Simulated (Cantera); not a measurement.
Ignition delay

Mixture: CH₄ : C₂H₆ : O₂ : N₂ = 1 : 0.095 : 5.18 : 19.5 (molar parts), equivalence ratio 0.45, at 495 Torr, adiabatic and at constant volume. Ignition delay is the time to a rise of 400 K.

Computed with Cantera and GRI-Mech 3.0 (53 species, 325 reactions).

| T0 (K) | delay (ms) |
|---|---|
| 1225 | 4.27 |
| 1325 | 1.43 |
| 1425 | 0.546 |
| 1525 | 0.238 |
| 1625 | 0.119 |
| 1725 | 0.0669 |
| 1825 | 0.0419 |
| 1925 | 0.0286 |
| 2025 | 0.0210 |

The apparent activation energy between 1825 and 2025 K is 110 kJ/mol.
